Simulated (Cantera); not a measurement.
Feed: 1 mol SiC, 1 mol N2O, 1.9 mol H2, held at 14.0 Pa.

Method: chemical equilibrium by Gibbs-energy minimisation in Cantera with the NASA 1993 tables (ideal gas, pure condensed phases). Candidate condensed phases: C, C6H6, C7H8, C8H18, H2O, Si, SiC, SiO2, Si2N2O, Si3N4; 151 gas species. The tables' values for SiN are old estimates; treat these amounts as uncertain. Gases not in the tables: Si2H6 and higher silanes. Equilibrium is a limit: real reactors are often held back by kinetics, nucleation or transport. All values below are at 1923 K.

Base state: H2 0.425, N2 0.237, CO 0.142, SiO 0.0952, H 0.0519, Si 0.0459, Si2C 0.000897, HCN 0.000368 (mole fractions); condensed: SiC(s).

Question: What changes in the equilibrium state with this change: H2 from 1.9 to 16 mol?

Answer: 
```csv
species,before,after
H2,0.425,0.795
H,0.0519,0.0710
N2,0.237,0.0517
CO,0.142,0.0409
SiO,0.0952,0.0111
Si,0.0459,0.0292
Si2N,4.47e-5,8.45e-6
C2H2 (acetylene),2.22e-6,1.03e-5
"SiC(s), mol",0.395,0.193
```

Question: What changes in the equilibrium state with this change: N2O from 1 to 0.034 mol?

Answer: 
```tsv
species	before	after
H2	0.425	0.877
H	0.0519	0.0746
N2	0.237	0.0161
CO	0.142	0.0154
SiO	0.0952	0.00102
Si	0.0459	0.0145
Si2N	4.47e-5	1.16e-6
Si3	1.26e-5	3.93e-7
C2H2 (acetylene)	2.22e-6	4.61e-5
SiC(s), mol	0.395	0.966
```
